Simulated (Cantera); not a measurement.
Feed: 1 mol MgO, 0.13 mol SO2, 0.33 mol CO2, equilibrated at 1798.15 K and 0.100 bar.

Equilibrium computed with Cantera from the NASA thermochemical tables; the gas is ideal and each condensed phase is pure. Candidate condensed phases: C, Mg, MgCO3, MgO, MgS, MgSO4, S; 26 gas species. Equilibrium is a limit: real reactors are often held back by kinetics, nucleation or transport.

Base state: CO2 0.707, SO2 0.281, CO 0.00735, O2 0.00377, SO 0.000281, SO3 5.78e-5, O 2.32e-5 (mole fractions); condensed: MgO(s).

Question: What changes in the equilibrium state with this change: temperature from 1798.15 K to 1075 K?

Answer: 
```tsv
species	before	after
CO2	0.707	0.717
SO2	0.281	0.283
SO3	5.78e-5	1.03e-5
CO	0.00735	1.02e-5
O2	0.00377	2.10e-8
O	2.32e-5	<1e-9
SO	0.000281	1.50e-7
MgO(s), mol	1.00	1.00
```

Question: What changes in the equilibrium state with this change: temperature from 1798.15 K to 973.15 K?

Answer: 
```csv
species,before,after
CO2,0.707,0.717
SO2,0.281,0.283
SO3,5.78e-5,3.49e-6
CO,0.00735,3.45e-6
O2,0.00377,<1e-9
O,2.32e-5,<1e-9
SO,0.000281,4.01e-8
"MgO(s), mol",1.00,1.00
```

Question: What changes in the equilibrium state with this change: temperature from 1798.15 K to 900 K?

Answer: 
```tsv
species	before	after
CO2	0.707	0.717
SO2	0.281	0.283
CO	0.00735	1.53e-6
O2	0.00377	<1e-9
O	2.32e-5	<1e-9
SO	0.000281	1.46e-8
SO3	5.78e-5	1.23e-6
MgO(s), mol	1.00	1.00
```
